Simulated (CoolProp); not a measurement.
A Linde-Hampson liquefier for dry air: isothermal reversible compression at 280 K from 1 atm to 5 MPa, throttling to 1 atm, return gas leaving the recuperator 10 K below the feed. Each further row changes one setting.

The numbers come from the reference Helmholtz-energy equation of state, Lemmon 2000 in CoolProp. It is a pseudo-pure fit of the blend.

```json
[
 {"case": "as stated", "liquid yield per pass": "0.006", "compression work (kJ/kg of gas)": "312"},
 {"case": "high pressure 10 MPa", "liquid yield per pass": "0.034", "compression work (kJ/kg of gas)": "366"},
 {"case": "warm-end temperature 310 K", "liquid yield per pass": "no liquid", "compression work (kJ/kg of gas)": "346"},
 {"case": "warm-end gap 15 K", "liquid yield per pass": "no liquid", "compression work (kJ/kg of gas)": "312"}
]
```
